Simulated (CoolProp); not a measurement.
The fluid at 298.15 K and 0.635 MPa expands adiabatically to 0.0453 MPa with isentropic efficiency 0.9. The same conditions are run with several fluids, on thermodynamics alone (safety and materials aside).

Values from CoolProp's reference Helmholtz-energy equation of state of each fluid (propylene: Lemmon 2013; CH2F2 (R32): Tillner-Roth 1997; hydrogen sulfide: Lemmon 2006; R407C: Lemmon 2003; CH3F (R41): Lemmon 2006). Blends and air are pseudo-pure fits.

| fluid | work (kJ/kg) | final temperature (K) | final phase | final density (kg/m³) |
|---|---|---|---|---|
| propylene | 110 | … | two-phase, vapour fraction 0.993 | … |
| CH2F2 (R32) | … | … | two-phase, vapour fraction 0.938 | 1.50 |
| hydrogen sulfide | 127 | … | two-phase, vapour fraction 0.934 | 1.02 |
| R407C | 53.8 | 221.2 | … | 2.22 |
| CH3F (R41) | … | 181.3 | two-phase, vapour fraction 0.977 | 1.07 |

**Question.** Complete the blanks.

**Answer.** 
- propylene, final temperature (K): 209.3
- propylene, final density (kg/m³): 1.13
- CH2F2 (R32), work (kJ/kg): 84.0
- CH2F2 (R32), final temperature (K): 206.9
- hydrogen sulfide, final temperature (K): 198.2
- R407C, final phase: two-phase, vapour fraction 0.979
- CH3F (R41), work (kJ/kg): 125
